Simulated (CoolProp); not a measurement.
Saturated liquid density (kg/m³) of R13: the reference equation beside estimates from Tc = 303.0 K, pc = 3973 kPa, ω = 0.175. Rackett uses Z = 0.29056 − 0.08775 ω.

The numbers come from the reference Helmholtz-energy equation of state, Platzer 1990 in CoolProp. This equation is an older, rougher fit; its heat capacities, sound speeds and derivatives of the liquid may be far off and weren't checked against measurements.

```csv
T (K),reference,Rackett,van der Waals,Redlich-Kwong,Soave-Redlich-Kwong,Peng-Robinson
145.2,1689,1746,1092,1624,1638,1842
149.4,1674,1732,1084,1610,1626,1829
153.6,___,1717,___,1597,1613,1816
157.7,1645,___,1067,1583,1601,___
161.9,___,1688,1059,___,1588,1789
166.1,1615,1673,1050,1554,1575,___
170.2,___,1658,1041,1539,1561,1760
174.4,1585,1643,1032,1523,1547,1745
```

Fill in the missing entries.


- 153.6, reference: 1659
- 153.6, van der Waals: 1076
- 157.7, Rackett: 1703
- 157.7, Peng-Robinson: 1803
- 161.9, reference: 1630
- 161.9, Redlich-Kwong: 1568
- 166.1, Peng-Robinson: 1775
- 170.2, reference: 1600

Absolute difference from the reference over all 8 rows, mean and median: Rackett 3.5 and 3.5 %, van der Waals 35.1 and 35.1 %, Redlich-Kwong 3.8 and 3.8 %, Soave-Redlich-Kwong 2.7 and 2.6 %, Peng-Robinson 9.6 and 9.7 %.
